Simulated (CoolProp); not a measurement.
Vapour-liquid equilibrium of propylene (1) + propane (2) at 100 kPa; x and y are mole fractions of (1).

Values from CoolProp's multi-fluid Helmholtz-energy mixture model, Lemmon 2013 and Lemmon 2009; pair parameters Bell 2016.

| x | bubble temperature, mixture model (°C) | bubble temperature, Raoult's law (°C) | y, mixture model | y, Raoult's law |
|---|---|---|---|---|
| 0.05 | -42.9 | -42.7 | [?] | 0.063 |
| 0.15 | -43.7 | -43.3 | 0.195 | 0.184 |
| 0.25 | -44.5 | -43.9 | 0.309 | 0.299 |
| 0.35 | -45.1 | -44.5 | 0.414 | 0.408 |
| 0.45 | -45.7 | -45.1 | 0.513 | 0.512 |
| 0.55 | -46.2 | -45.6 | 0.606 | 0.610 |
| 0.65 | -46.7 | -46.1 | 0.695 | 0.704 |
| 0.75 | -47.1 | -46.7 | 0.782 | 0.794 |
| 0.85 | -47.5 | -47.2 | [?] | 0.879 |
| 0.95 | [?] | -47.7 | 0.956 | 0.961 |

What belongs in the gaps?


- 0.05, y, mixture model: 0.068
- 0.85, y, mixture model: 0.869
- 0.95, bubble temperature, mixture model (°C): -47.8

The largest gap from Raoult's law is -0.6 K in bubble temperature, at x = 0.45. No azeotrope shows between x = 0.05 and 0.95.

Pair parameters are fitted to limited data, so mixtures are less certain than the pure fluids.
